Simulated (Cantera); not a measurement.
Feed: 1 mol Al2O3, 0.012 mol HCl, 0.022 mol O2, equilibrated at 1600 K and 100000 Pa.

Cantera equilibrium calculation (NASA polynomials, part measured and part estimated; ideal gas, pure solids and liquids). Gases not in the tables: Al(OH)3. Kinetics and transport are ignored.

| species | before | after |
|---|---|---|
| O2 | 0.633 | 0.634 |
| HCl | 0.272 | 0.221 |
| H2O | 0.0422 | 0.0725 |
| Cl2 | 0.0322 | 0.0722 |
| Cl | 0.0197 | 0.000720 |
| AlCl3 | 1.12e-5 | 2.70e-8 |
| O | 1.15e-5 | 6.32e-9 |
| OH | 0.000152 | 1.61e-6 |
| ClO | 0.000342 | 2.50e-5 |
| HOCl | 7.43e-5 | 3.72e-5 |
| Al2O3(s), mol | 1.00 | 1.00 |
Gas species are given as mole fractions.

Task: Name the change that produced these shifts.
(A) temperature from 1600 K to 1148 K
(B) pressure from 100000 Pa to 350000 Pa
(C) pressure from 100000 Pa to 2000 Pa
(D) pressure from 100000 Pa to 11000 Pa

Result: A, temperature from 1600 K to 1148 K
